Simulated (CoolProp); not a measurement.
Vapour-liquid equilibrium of carbon dioxide (1) + R134a (2) at 231.8 K; x and y are mole fractions of (1).

Values from CoolProp's multi-fluid Helmholtz-energy mixture model, Span 1996 and Tillner-Roth 1994; pair parameters Bell 2016.

Give the bubble pressure and the first vapour's composition at x = 0.15, 0.25, 0.95. Is there an azeotrope?

x = 0.15: 0.1683 MPa, y = 0.751; x = 0.25: 0.2615 MPa, y = 0.855; x = 0.95: 0.9056 MPa, y = 0.996. No azeotrope shows between x = 0.05 and 0.95.

Pair parameters are fitted to limited data, so mixtures are less certain than the pure fluids.
